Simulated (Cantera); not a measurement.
A closed system holds: 1 mol (CH₃)₂SiCl₂, 0.38 mol C₂H₄, a varied amount of H₂, held at 2202 °C and 7.50 Torr.

These are equilibrium values from Cantera (NASA tables, ideal gas, pure condensed phases), not measurements of a reactor. Candidate condensed phases: C, C₆H₆, C₇H₈, C₈H₁₈, Si, SiC; 109 gas species. The feed counts by its element totals alone. The tables' values for SiCl are old estimates; treat these amounts as uncertain. Rates play no part.

Problem. At 160 mol H₂, list the 4 most abundant gas species with their mole fractions, and the condensed phases.

Solution. H₂ 0.779, H 0.199, HCl 0.00918, C₂H₂ (acetylene) 0.00638. Condensed: gas only.
